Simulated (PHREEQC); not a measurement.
Consider water at 25 °C with 50 mmol/kgw KOH and 2.4 mmol/kgw K2SO4. Closed to the air; pH follows from the charge balance.

Equilibrium calculation in PHREEQC: Pitzer model, pitzer.dat.

The pH is 12.61 and the ionic strength is 0.0572 mol/kgw. The specific conductance is 12300 µS/cm and the density comes out as 1.000 g/cm³. The osmotic coefficient is 0.940 and the total alkalinity is 50.0 meq/kg.

```
species  molality  activity   log γ
-------  --------  --------  ------
K+         0.0548    0.0445  -0.090
OH-        0.0500    0.0412  -0.084
SO4-2     0.00240  0.000949  -0.403
```

This is a speciation only: nothing precipitates in the calculation. Complexes and solids missing from the database can't appear.
